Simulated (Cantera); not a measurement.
A Cantera script and what it prints.

```python
import numpy as np
import cantera as ct

gas_names = """
    CL CL2 H HCL H2 Si SiCL SiCL2 SiCL3 SiCL4 SiH SiHCL3 SiH2 SiH2CL2 SiH3 SiH3CL SiH4 Si2 Si3
""".split()
cond_names = """
    Si(cr) Si(L)
""".split()


# ... load() reads the species with a 1 bar reference pressure and builds the phases ...
atoms = {
    'SiH4': {'Si': 1, 'H': 4},
    'Cl2': {'CL': 2},
    'H2': {'H': 2},
}
top_T = {}  # K; cautious upper limits of use, not melting points


# ... equilibrate(T, P, feed) seeds the gas with the atoms and calls Mixture.equilibrate('TP', solver="vcs", rtol=1e-11, max_steps=5000) ...
results = []
feed = {'SiH4': 1, 'Cl2': 0.12, 'H2': 9.9}  # mol
P = 133.322  # Pa
for T in [1223, 1273, 1323, 1373, 1423, 1473, 1523, 1573, 1623, 1673, 1723]:
    mix = equilibrate(T, P, feed)
    results.append((T, P, feed, dict(zip(mix.species_names, mix.species_moles))))
    x = sorted(zip(gas.X, gas.species_names), reverse=True)
    print(f"T = {T:g} K  P = {P:g} Pa  gas = {mix.phase_moles(0):.4g} mol")
    print("   x: " + "  ".join(f"{s} {v:.3e}" for v, s in x if v > 0.0001))
    print("   condensed (mol): " + ("  ".join(f"{mix.phase(i).name} {mix.phase_moles(i):.4g}"
          for i in range(1, mix.n_phases) if mix.phase_moles(i) > 1e-12) or "none"))
```

Output:

```
T = 1223 K  P = 133.322 Pa  gas = 12.02 mol
   x: H2 9.809e-01  HCL 1.826e-02  SiCL2 8.270e-04
   condensed (mol): Si(cr) 0.9899
T = 1273 K  P = 133.322 Pa  gas = 12.02 mol
   x: H2 9.809e-01  HCL 1.819e-02  SiCL2 8.724e-04
   condensed (mol): Si(cr) 0.9894
T = 1323 K  P = 133.322 Pa  gas = 12.02 mol
   x: H2 9.809e-01  HCL 1.812e-02  SiCL2 9.148e-04
   condensed (mol): Si(cr) 0.9889
T = 1373 K  P = 133.322 Pa  gas = 12.02 mol
   x: H2 9.809e-01  HCL 1.804e-02  SiCL2 9.546e-04
   condensed (mol): Si(cr) 0.9885
T = 1423 K  P = 133.322 Pa  gas = 12.02 mol
   x: H2 9.809e-01  HCL 1.797e-02  SiCL2 9.918e-04  H 1.802e-04
   condensed (mol): Si(cr) 0.988
T = 1473 K  P = 133.322 Pa  gas = 12.02 mol
   x: H2 9.807e-01  HCL 1.790e-02  SiCL2 1.027e-03  H 3.431e-04
   condensed (mol): Si(cr) 0.9875
T = 1523 K  P = 133.322 Pa  gas = 12.02 mol
   x: H2 9.805e-01  HCL 1.782e-02  SiCL2 1.059e-03  H 6.268e-04
   condensed (mol): Si(cr) 0.987
T = 1573 K  P = 133.322 Pa  gas = 12.03 mol
   x: H2 9.800e-01  HCL 1.775e-02  H 1.102e-03  SiCL2 1.088e-03
   condensed (mol): Si(cr) 0.9862
T = 1623 K  P = 133.322 Pa  gas = 12.03 mol
   x: H2 9.792e-01  HCL 1.767e-02  H 1.873e-03  SiCL2 1.115e-03  Si 1.173e-04
   condensed (mol): Si(cr) 0.9847
T = 1673 K  P = 133.322 Pa  gas = 12.04 mol
   x: H2 9.778e-01  HCL 1.757e-02  H 3.084e-03  SiCL2 1.138e-03  Si 3.134e-04
   condensed (mol): Si(cr) 0.9816
T = 1723 K  P = 133.322 Pa  gas = 12.06 mol
   x: H2 9.755e-01  HCL 1.757e-02  H 4.933e-03  SiCL2 1.095e-03  Si 7.376e-04
   condensed (mol): Si(L) 0.9763
```

Equilibrium computed with Cantera from the NASA thermochemical tables; the gas is ideal and each condensed phase is pure. The tables' values for SiCl, SiCl3 are old estimates; treat these amounts as uncertain. Gases not in the tables: Si2H6 and higher silanes.
